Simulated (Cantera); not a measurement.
Charge: 1 mol MgCO3, 0.051 mol C, 19 mol O2, held at 1973.15 K and 13.3 mbar.

Method: chemical equilibrium by Gibbs-energy minimisation in Cantera with the NASA 1993 tables (ideal gas, pure condensed phases). Candidate condensed phases: C, Mg, MgCO3, MgO; 15 gas species. The numbers say what is thermodynamically allowed, not how fast it happens.

Base state: O2 0.943, CO2 0.0519, O 0.00457, CO 0.000488 (mole fractions); condensed: MgO(s).

**Question.** What changes in the equilibrium state with this change: C from 0.051 to 1.1 mol?

**Answer.** 
| species | before | after |
|---|---|---|
| O2 | 0.943 | 0.891 |
| CO2 | 0.0519 | 0.104 |
| O | 0.00457 | 0.00444 |
| CO | 0.000488 | 0.00100 |
| MgO(s), mol | 1.000 | 1.000 |
